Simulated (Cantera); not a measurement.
An isothermal, constant-pressure homogeneous reactor starts with 40.2 % CH4, 48.2 % CO2, 11.6 % H2, at 1600 K and 8.30 bar.

Computed with Cantera and GRI-Mech 3.0 (53 species, 325 reactions).

One state of this run: x CH4 = 0.397; x CO2 = 0.480; x H2 = 0.118; x CH3 = 0.000223; x H2O2 = <1e-12. x: mole fraction; the columns are a selection and need not sum to one.

Problem. Which value of t (s) does it belong to?
A) 0.816
B) 0.00447
C) 0.000331
D) 0.0164

Solution. C, 0.000331
